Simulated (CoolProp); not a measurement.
n-nonane at several states: fugacity coefficient from the reference equation and from simpler models built on Tc = 594.5 K, pc = 2282 kPa, ω = 0.443; each cubic takes its own stable root.

Values from CoolProp's reference Helmholtz-energy equation of state, Lemmon 2006. It is a short technical equation, of lower accuracy than the large ones.

```
T (K)  p (kPa)   phase  reference  van der Waals  Redlich-Kwong  Soave-Redlich-Kwong
-----  -------  ------  ---------  -------------  -------------  -------------------
357       11.1     gas     0.9883         0.9953         0.9933               0.9916
304        816  liquid          …              …              …                    …
549.7     20.7     gas     0.9958         0.9968         0.9961               0.9959
456.8      833  liquid          …              …         0.4505               0.2610
```

Problem. Complete the blanks.

Solution. 
- 304, reference: 0.001079
- 304, van der Waals: 0.09512
- 304, Redlich-Kwong: 0.009143
- 304, Soave-Redlich-Kwong: 0.001068
- 456.8, reference: 0.2538
- 456.8, van der Waals: 0.7242
